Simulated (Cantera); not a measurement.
What does this Cantera script print?

```python
import numpy as np
import cantera as ct

gas = ct.Solution("gri30.yaml")
gas.TPX = 2500, 13332, {'CH4': 0.0096, 'H2': 1, 'CO2': 0.017}
reactor = ct.IdealGasConstPressureReactor(gas, energy="off", clone=False)
net = ct.ReactorNet([reactor])
net.rtol, net.atol = 1e-08, 1e-18
show = ['CH4', 'H2', 'CO2', 'CH2O', 'OH', 'CH2CO', 'CO']
times = np.geomspace(0.0001, 30, 9)

steps = ct.SolutionArray(gas, extra=["t"])
rows = []
print(f"{'t/s':>10s}{'T/K':>9s}{'P/Pa':>11s}" + "".join(f"{s:>11s}" for s in show))
for t in times:
    while net.time < t:
        t_next = net.step()
        steps.append(gas.state, t=t_next)
    rows.append([np.interp(t, steps.t, y) for y in (steps.T, steps.P, *steps(*show).X.T)])
    print(f"{t:10.3e}{rows[-1][0]:9.1f}{rows[-1][1]:11.4g}" + "".join(f"{x:11.3e}" for x in rows[-1][2:]))
rate = np.gradient(steps.T, steps.t)
print("integrator steps:", len(steps.t))
if steps.T.max() > steps.T[0] + 200:
    print(f"time of steepest temperature rise: {steps.t[rate.argmax()]:.4e} s")
gas.TPX = 2500, 13332, {'CH4': 0.0096, 'H2': 1, 'CO2': 0.017}
gas.equilibrate("TP")
print(f"equilibrium (TP): T = {gas.T:.1f} K  " + "  ".join(f"{s} {gas[s].X[0]:.3e}" for s in show))
```

It prints:

```
       t/s      T/K       P/Pa        CH4         H2        CO2       CH2O         OH      CH2CO         CO
 1.000e-04   2500.0  1.333e+04  7.741e-03  9.610e-01  1.250e-02  4.670e-07  1.529e-05  2.675e-08  3.983e-03
 4.838e-04   2500.0  1.333e+04  2.932e-03  9.333e-01  1.697e-04  6.144e-07  9.579e-05  4.909e-07  1.646e-02
 2.340e-03   2500.0  1.333e+04  3.492e-04  9.234e-01  4.303e-05  1.251e-07  1.215e-04  5.472e-07  1.864e-02
 1.132e-02   2500.0  1.333e+04  6.818e-05  9.126e-01  3.311e-05  2.597e-08  9.931e-05  6.612e-08  2.354e-02
 5.477e-02   2500.0  1.333e+04  6.584e-10  9.029e-01  2.948e-05  1.189e-09  1.009e-04  2.594e-13  2.457e-02
 2.650e-01   2500.0  1.333e+04  1.549e-10  9.027e-01  2.948e-05  1.184e-09  1.013e-04  9.530e-15  2.457e-02
 1.282e+00   2500.0  1.333e+04  1.549e-10  9.027e-01  2.948e-05  1.184e-09  1.013e-04  9.530e-15  2.457e-02
 6.201e+00   2500.0  1.333e+04  1.549e-10  9.027e-01  2.948e-05  1.184e-09  1.013e-04  9.530e-15  2.457e-02
 3.000e+01   2500.0  1.333e+04  1.549e-10  9.027e-01  2.948e-05  1.184e-09  1.013e-04  9.530e-15  2.457e-02
integrator steps: 1545
equilibrium (TP): T = 2500.0 K  CH4 1.720e-10  H2 9.027e-01  CO2 2.948e-05  CH2O 1.184e-09  OH 1.013e-04  CH2CO 1.058e-14  CO 2.457e-02
```

Computed with Cantera and GRI-Mech 3.0 (53 species, 325 reactions).
